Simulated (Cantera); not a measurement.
Charge: 1 mol MgO, 1.4 mol Cl2, 0.83 mol N2, at 24.0 mbar.

These are equilibrium values from Cantera (NASA tables, ideal gas, pure condensed phases), not measurements of a reactor. Candidate condensed phases: Mg, MgCl2, MgO; 18 gas species. Rates play no part.

x: gas mole fraction; n: condensed amount in mol.

```csv
T (°C),x Cl2,x N2,x MgCl2,x O2,x Cl,n MgO(s)
925,0.530,0.357,0.0612,0.0305,0.0217,0.858
975,?,0.348,?,?,?,?
1025,0.399,0.336,0.143,0.0715,0.0497,0.647
1075,0.317,0.323,0.195,0.0971,0.0681,0.501
1125,?,0.310,?,?,?,?
1175,0.165,0.299,0.286,0.143,0.107,0.206
1225,0.111,0.290,0.317,0.158,0.124,0.0933
```

**Question.** Complete the blanks.

**Answer.** 
- 975, x Cl2: 0.472
- 975, x MgCl2: 0.0973
- 975, x O2: 0.0486
- 975, x Cl: 0.0340
- 975, n MgO(s): 0.768
- 1125, x Cl2: 0.235
- 1125, x MgCl2: 0.244
- 1125, x O2: 0.122
- 1125, x Cl: 0.0876
- 1125, n MgO(s): 0.347
